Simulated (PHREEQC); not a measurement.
A solution holds 0.00034 mol PbCl2, 0.031 mol KNO3 and 0.016 mol Cd(NO3)2 per kg of water, at 25 °C and 300 atm. Closed to the air; pH follows from the charge balance.

The numbers come from PHREEQC with the ion-association model, phreeqc.dat.

Precipitation was switched off in this run.

Order these Cd species by the share of Cd that they hold, largest first: CdNO3+, CdCl+, Cd+2.

Cd+2 (93 %), CdNO3+ (5.4 %), CdCl+ (1.5 %)

Order these Cl species by the share of Cl that they hold, largest first: CdCl+, PbCl+, Cl-.

Cl- (65 %), CdCl+ (35 %), PbCl+ (0.23 %)

The pH is 5.78 and the ionic strength 0.0776 mol/kgw. Complexes and solids missing from the database can't appear. Under pressure, the constants of complexes without a molar volume in the database are unreliable.
